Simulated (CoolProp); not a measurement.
Model: reference Helmholtz-energy equation of state, Lemmon 2006, in CoolProp. It is a short technical equation, of lower accuracy than the large ones.

Task: Give the vapour pressure (MPa), liquid density (kg/m³), liquid cp (kJ/(kg K)), surface tension (mN/m) of saturated isohexane at 412.5, 448.1, 465.9 K.

Result: 
```tsv
T (K)	p (MPa)	liquid density (kg/m³)	liquid cp (kJ/(kg K))	surface tension (mN/m)
412.5	0.735	525	2.90	6.11
448.1	1.41	469	3.27	3.20
465.9	1.88	432	3.64	1.88
```

Surface tension comes from a separate correlation (Mulero 2012).
